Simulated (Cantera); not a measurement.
A freely propagating, adiabatic, planar premixed flame of H2 : O2 : N2 : H2O = 1 : 0.192 : 0.723 : 0.11 (molar parts), unburnt at 398 K and 0.280 bar; mixture-averaged transport, grid criteria slope 0.08 and curve 0.16, no radiation.

Cantera simulation using the H2/O2 subset of GRI-Mech 3.0, which has no nitrogen chemistry; the numbers are that mechanism's predictions, not measurements. Burning velocities carry a grid error of a few per cent, more on coarse grids.

Problem. Predict: laminar burning velocity; thermal thickness; peak x(H); peak x(OH); peak x(HO2).

Solution. 
```json
{
  "laminar_burning_velocity": "336 cm/s",
  "thermal_thickness": "1.98 mm",
  "peak x(H)": "0.0724",
  "peak x(OH)": "0.00136",
  "peak x(HO2)": "0.000182"
}
```
